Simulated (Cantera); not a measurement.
A closed system holds: 1 mol Pb, 0.15 mol O₂, 0.19 mol H₂, held at 1298.15 K.

Cantera equilibrium calculation (NASA polynomials, part measured and part estimated; ideal gas, pure solids and liquids). Candidate condensed phases: H₂O, Pb, PbO, PbO₂, Pb₃O₄; 12 gas species. Each liquid is taken as pure. Mutual solubility and eutectic melting of coexisting phases are not modelled. Gases not in the tables: (PbO)n polymers. Equilibrium is a limit: real reactors are often held back by kinetics, nucleation or transport.

x: gas mole fraction; n: condensed amount in mol.

| P (Pa) | x H₂O | x Pb | x PbO | x H₂ | x O₂ | x Pb₂ | x OH | n Pb(l) | n PbO(l) |
|---|---|---|---|---|---|---|---|---|---|
| 10 | 0.160 | 0.748 | 0.0922 | 0.000106 | 0.000159 | 2.05e-6 | 2.15e-5 | 0 | 0 |
| 100 | 0.160 | 0.748 | 0.0925 | 0.000106 | ? | ? | ? | 0 | 0 |
| 1000 | ? | ? | ? | ? | ? | ? | ? | 0.820 | ? |
| 10000 | 0.970 | 0.0256 | 0.00437 | 0.000466 | 3.05e-7 | 2.40e-6 | 1.97e-6 | 0.885 | 0.109 |
| 100000 | 0.997 | 0.00256 | 0.000437 | 0.000479 | 3.05e-8 | 2.40e-7 | 6.33e-7 | 0.889 | 0.110 |
| 1000000 | 0.999 | 0.000256 | 4.37e-5 | 0.000480 | 3.05e-9 | 2.40e-8 | 2.00e-7 | 0.890 | 0.110 |

Problem. What belongs in the gaps?

Solution. 
- 100, x O₂: 1.60e-5
- 100, x Pb₂: 2.04e-5
- 100, x OH: 6.82e-6
- 1000, x H₂O: 0.700
- 1000, x Pb: 0.256
- 1000, x PbO: 0.0437
- 1000, x H₂: 0.000336
- 1000, x O₂: 3.05e-6
- 1000, x Pb₂: 2.40e-5
- 1000, x OH: 5.31e-6
- 1000, n PbO(l): 0.0982
